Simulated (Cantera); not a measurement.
An adiabatic, constant-volume homogeneous reactor starts with CH₄ : O₂ : N₂ = 1 : 0.952 : 3.58 (molar parts), equivalence ratio 2.1, at 1425 K and 3750 Torr. Integrator tolerance rtol = 1e-08.

Computed with Cantera and GRI-Mech 3.0 (53 species, 325 reactions).

Question: What does this change do: constant pressure in place of constant volume?

Answer: 
```csv
quantity,before,after
time of steepest temperature rise,0.971 ms,1.07 ms
temperature at 0.300 s,2712 K,2422 K
equilibrium temperature,2712 K,2422 K
x(CH₄) at 0.300 s,1.17e-9 (gas-phase equilibrium 1.32e-9),7.27e-10 (gas-phase equilibrium 8.21e-10)
x(O₂) at 0.300 s,9.87e-6 (gas-phase equilibrium 9.87e-6),1.49e-6 (gas-phase equilibrium 1.49e-6)
x(C₂H₆) at 0.300 s,<1e-12 (gas-phase equilibrium <1e-12),<1e-12 (gas-phase equilibrium <1e-12)
x(OH) at 0.300 s,0.00133 (gas-phase equilibrium 0.00133),0.000429 (gas-phase equilibrium 0.000429)
x(H) at 0.300 s,0.00748 (gas-phase equilibrium 0.00748),0.00338 (gas-phase equilibrium 0.00338)
x(HCO) at 0.300 s,1.24e-6 (gas-phase equilibrium 1.24e-6),3.68e-7 (gas-phase equilibrium 3.68e-7)
x(C₂H₂) at 0.300 s,4.50e-12 (gas-phase equilibrium 4.98e-12),1.09e-12 (gas-phase equilibrium 1.23e-12)
```

Question: What does this change do: pressure from 3750 Torr to 428 Torr?

Answer: 
```
quantity                                                              before                                      after
---------------------------------  -----------------------------------------  -----------------------------------------
time of steepest temperature rise                                   0.971 ms                                    5.30 ms
temperature at 0.300 s                                                2712 K                                     2633 K
equilibrium temperature                                               2712 K                                     2633 K
x(CH₄) at 0.300 s                    1.17e-9 (gas-phase equilibrium 1.32e-9)  1.82e-11 (gas-phase equilibrium 2.04e-11)
x(O₂) at 0.300 s                     9.87e-6 (gas-phase equilibrium 9.87e-6)    4.52e-5 (gas-phase equilibrium 4.52e-5)
x(C₂H₆) at 0.300 s                     <1e-12 (gas-phase equilibrium <1e-12)      <1e-12 (gas-phase equilibrium <1e-12)
x(OH) at 0.300 s                     0.00133 (gas-phase equilibrium 0.00133)    0.00267 (gas-phase equilibrium 0.00267)
x(H) at 0.300 s                      0.00748 (gas-phase equilibrium 0.00748)      0.0163 (gas-phase equilibrium 0.0163)
x(HCO) at 0.300 s                    1.24e-6 (gas-phase equilibrium 1.24e-6)    3.31e-7 (gas-phase equilibrium 3.31e-7)
x(C₂H₂) at 0.300 s                 4.50e-12 (gas-phase equilibrium 4.98e-12)      <1e-12 (gas-phase equilibrium <1e-12)
```

Question: What does this change do: pressure from 3750 Torr to 750 Torr?

Answer: 
| quantity | before | after |
|---|---|---|
| time of steepest temperature rise | 0.971 ms | 3.51 ms |
| temperature at 0.300 s | 2712 K | 2658 K |
| equilibrium temperature | 2712 K | 2658 K |
| x(CH₄) at 0.300 s | 1.17e-9 (gas-phase equilibrium 1.32e-9) | 5.29e-11 (gas-phase equilibrium 5.94e-11) |
| x(O₂) at 0.300 s | 9.87e-6 (gas-phase equilibrium 9.87e-6) | 3.17e-5 (gas-phase equilibrium 3.17e-5) |
| x(C₂H₆) at 0.300 s | <1e-12 (gas-phase equilibrium <1e-12) | <1e-12 (gas-phase equilibrium <1e-12) |
| x(OH) at 0.300 s | 0.00133 (gas-phase equilibrium 0.00133) | 0.00228 (gas-phase equilibrium 0.00228) |
| x(H) at 0.300 s | 0.00748 (gas-phase equilibrium 0.00748) | 0.0136 (gas-phase equilibrium 0.0136) |
| x(HCO) at 0.300 s | 1.24e-6 (gas-phase equilibrium 1.24e-6) | 4.73e-7 (gas-phase equilibrium 4.73e-7) |
| x(C₂H₂) at 0.300 s | 4.50e-12 (gas-phase equilibrium 4.98e-12) | <1e-12 (gas-phase equilibrium <1e-12) |
